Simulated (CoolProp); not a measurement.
Vapour-liquid equilibrium of dimethyl ether (1) + n-butane (2) at 318.2 K; x and y are mole fractions of (1).

The numbers come from the multi-fluid Helmholtz-energy mixture model, Wu 2011 and Bücker 2006; pair parameters Bell 2016 in CoolProp.

| x | bubble pressure, mixture model (MPa) | bubble pressure, Raoult's law (MPa) | y, mixture model | y, Raoult's law |
|---|---|---|---|---|
| 0.05 | 0.4830 | 0.4636 | 0.132 | 0.109 |
| 0.125 | 0.5497 | 0.5069 | 0.281 | 0.250 |
| 0.2 | ? | 0.5502 | 0.393 | 0.368 |
| 0.275 | 0.6651 | 0.5935 | 0.482 | 0.469 |
| 0.35 | 0.7150 | 0.6368 | 0.554 | 0.556 |
| 0.425 | 0.7606 | 0.6802 | 0.617 | 0.632 |
| 0.5 | 0.8024 | 0.7235 | 0.672 | 0.700 |
| 0.575 | 0.8411 | 0.7668 | 0.723 | 0.759 |
| 0.65 | ? | 0.8101 | 0.770 | 0.812 |
| 0.725 | 0.9102 | 0.8534 | 0.817 | 0.860 |
| 0.8 | 0.9412 | 0.8967 | 0.864 | 0.903 |
| 0.875 | ? | 0.9400 | ? | 0.942 |
| 0.95 | ? | 0.9833 | 0.963 | 0.978 |

Q: Complete the blanks.

A: 
- 0.2, bubble pressure, mixture model (MPa): 0.6102
- 0.65, bubble pressure, mixture model (MPa): 0.8769
- 0.875, bubble pressure, mixture model (MPa): 0.9699
- 0.875, y, mixture model: 0.912
- 0.95, bubble pressure, mixture model (MPa): 0.9962

The largest gap from Raoult's law is +12.3 % in bubble pressure, at x = 0.35. No azeotrope shows between x = 0.05 and 0.95.

The pair parameters rest on a limited set of measurements; away from them the model extrapolates.
